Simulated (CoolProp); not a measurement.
Vapour-liquid equilibrium of CHF3 (R23) (1) + R13 (2) at 0.94 MPa; x and y are mole fractions of (1).

Model: multi-fluid Helmholtz-energy mixture model, Penoncello 2003 and Platzer 1990; pair parameters Bell 2016, in CoolProp. This equation is an older, rougher fit; its heat capacities, sound speeds and derivatives of the liquid may be far off and weren't checked against measurements.

```json
[
 {"x": "0.05", "bubble temperature (K)": "244.2", "y at the bubble point": "0.105", "dew temperature at overall composition x (K)": "245.5", "liquid density (mol/L)": "12.49"},
 {"x": "0.15", "bubble temperature (K)": "240.7", "y at the bubble point": "0.256", "dew temperature at overall composition x (K)": "243.1", "liquid density (mol/L)": "12.91"},
 {"x": "0.25", "bubble temperature (K)": "238.6", "y at the bubble point": "0.360", "dew temperature at overall composition x (K)": "240.8", "liquid density (mol/L)": "13.32"},
 {"x": "0.35", "bubble temperature (K)": "237.3", "y at the bubble point": "0.438", "dew temperature at overall composition x (K)": "238.8", "liquid density (mol/L)": "13.75"},
 {"x": "0.45", "bubble temperature (K)": "236.6", "y at the bubble point": "0.503", "dew temperature at overall composition x (K)": "237.2", "liquid density (mol/L)": "14.21"},
 {"x": "0.55", "bubble temperature (K)": "236.3", "y at the bubble point": "0.564", "dew temperature at overall composition x (K)": "236.4", "liquid density (mol/L)": "14.71"},
 {"x": "0.65", "bubble temperature (K)": "236.4", "y at the bubble point": "0.627", "dew temperature at overall composition x (K)": "236.5", "liquid density (mol/L)": "15.27"},
 {"x": "0.75", "bubble temperature (K)": "236.8", "y at the bubble point": "0.699", "dew temperature at overall composition x (K)": "237.4", "liquid density (mol/L)": "15.89"},
 {"x": "0.85", "bubble temperature (K)": "237.8", "y at the bubble point": "0.789", "dew temperature at overall composition x (K)": "238.7", "liquid density (mol/L)": "16.55"},
 {"x": "0.95", "bubble temperature (K)": "239.7", "y at the bubble point": "0.915", "dew temperature at overall composition x (K)": "240.3", "liquid density (mol/L)": "17.23"}
]
```

y crosses x between x = 0.55 and 0.65: the model has an azeotrope there.

Pair parameters are fitted to limited data, so mixtures are less certain than the pure fluids.
